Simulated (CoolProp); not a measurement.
Vapour-liquid equilibrium of CF4 (R14) (1) + R13 (2) at 0.117 MPa; x and y are mole fractions of (1).

The numbers come from the multi-fluid Helmholtz-energy mixture model, Platzer 1990 and Platzer 1990; pair parameters Bell 2016 in CoolProp. This equation is an older, rougher fit; its heat capacities, sound speeds and derivatives of the liquid may be far off and weren't checked against measurements.

| x | bubble temperature (K) | y at the bubble point | dew temperature at overall composition x (K) | liquid density (mol/L) |
|---|---|---|---|---|
| 0.05 | 184.0 | 0.455 | 193.5 | 14.90 |
| 0.125 | 173.7 | 0.731 | 192.0 | 15.38 |
| 0.2 | 167.3 | 0.839 | 190.4 | 15.74 |
| 0.275 | 163.0 | 0.892 | 188.7 | 16.03 |
| 0.35 | 159.9 | 0.922 | 186.9 | 16.28 |
| 0.425 | 157.5 | 0.941 | 184.9 | 16.51 |
| 0.5 | 155.6 | 0.955 | 182.6 | 16.73 |
| 0.575 | 154.0 | 0.965 | 180.2 | 16.94 |
| 0.65 | 152.5 | 0.973 | 177.3 | 17.14 |
| 0.725 | 151.3 | 0.980 | 174.0 | 17.34 |
| 0.8 | 150.1 | 0.986 | 169.9 | 17.54 |
| 0.875 | 149.0 | 0.992 | 164.5 | 17.75 |
| 0.95 | 147.9 | 0.997 | 156.3 | 17.95 |

No azeotrope shows between x = 0.05 and 0.95.

The pair parameters rest on a limited set of measurements; away from them the model extrapolates.
